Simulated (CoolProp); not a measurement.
Vapour-liquid equilibrium of nitrogen (1) + carbon monoxide (2) at 2.78 bar; x and y are mole fractions of (1).

Values from CoolProp's multi-fluid Helmholtz-energy mixture model, Span 2000 and Lemmon 2006; pair parameters Gernert 2013.

| x | bubble temperature (°C) | y at the bubble point | dew temperature at overall composition x (°C) | liquid density (mol/L) |
|---|---|---|---|---|
| 0.05 | -181.8 | 0.074 | -181.7 | 26.71 |
| 0.125 | -182.2 | 0.179 | -182.0 | 26.75 |
| 0.2 | -182.7 | 0.276 | -182.3 | 26.78 |
| 0.275 | -183.1 | 0.365 | -182.7 | 26.82 |
| 0.35 | -183.5 | 0.448 | -183.0 | 26.85 |
| 0.425 | -183.9 | 0.525 | -183.4 | 26.88 |
| 0.5 | -184.2 | 0.597 | -183.8 | 26.91 |
| 0.575 | -184.6 | 0.665 | -184.1 | 26.94 |
| 0.65 | -184.9 | 0.728 | -184.5 | 26.97 |
| 0.725 | -185.2 | 0.789 | -184.9 | 27.00 |
| 0.8 | -185.4 | 0.848 | -185.2 | 27.03 |
| 0.875 | -185.7 | 0.905 | -185.6 | 27.07 |
| 0.95 | -185.9 | 0.962 | -185.9 | 27.10 |

No azeotrope shows between x = 0.05 and 0.95.

The pair parameters rest on a limited set of measurements; away from them the model extrapolates.
